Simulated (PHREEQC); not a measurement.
## Buffer: speciation

Consider water at 25 °C with 0.036 mol/kgw NH4Cl and 0.000738 mol/kgw K2HPO4. Closed to the air; pH follows from the charge balance.

The numbers come from PHREEQC with the ion-association model, phreeqc.dat.

No solid was allowed to form.

Problem. Predict the pH, specific conductance.

Solution. pH 7.21; specific conductance 4910 µS/cm.

Problem. In which forms is P present?

Solution. HPO4-2 63 %, H2PO4- 37 % of the P.

Species that the database lacks are ignored.
